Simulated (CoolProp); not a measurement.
Vapour-liquid equilibrium of R152A (1) + methanol (2) at 0.0732 bar; x and y are mole fractions of (1).

Model: multi-fluid Helmholtz-energy mixture model, Outcalt 1996 and de Reuck 1993; pair parameters Bell 2016, in CoolProp.

```json
[
 {"x": "0.05", "bubble temperature (K)": "218.6", "y at the bubble point": "0.993", "dew temperature at overall composition x (K)": "282.0", "liquid density (mol/L)": "26.19"},
 {"x": "0.2", "bubble temperature (K)": "207.8", "y at the bubble point": "0.998", "dew temperature at overall composition x (K)": "279.1", "liquid density (mol/L)": "24.53"},
 {"x": "0.35", "bubble temperature (K)": "207.5", "y at the bubble point": "0.998", "dew temperature at overall composition x (K)": "275.7", "liquid density (mol/L)": "22.74"},
 {"x": "0.5", "bubble temperature (K)": "207.4", "y at the bubble point": "0.998", "dew temperature at overall composition x (K)": "271.6", "liquid density (mol/L)": "21.10"},
 {"x": "0.65", "bubble temperature (K)": "206.6", "y at the bubble point": "0.998", "dew temperature at overall composition x (K)": "266.1", "liquid density (mol/L)": "19.63"},
 {"x": "0.8", "bubble temperature (K)": "205.1", "y at the bubble point": "0.999", "dew temperature at overall composition x (K)": "258.0", "liquid density (mol/L)": "18.30"},
 {"x": "0.95", "bubble temperature (K)": "203.2", "y at the bubble point": "1.000", "dew temperature at overall composition x (K)": "240.2", "liquid density (mol/L)": "17.09"}
]
```

No azeotrope shows between x = 0.05 and 0.95.

The pair parameters rest on a limited set of measurements; away from them the model extrapolates. With so large a gap from Raoult's law the liquid may split in two, which this calculation doesn't test in full.
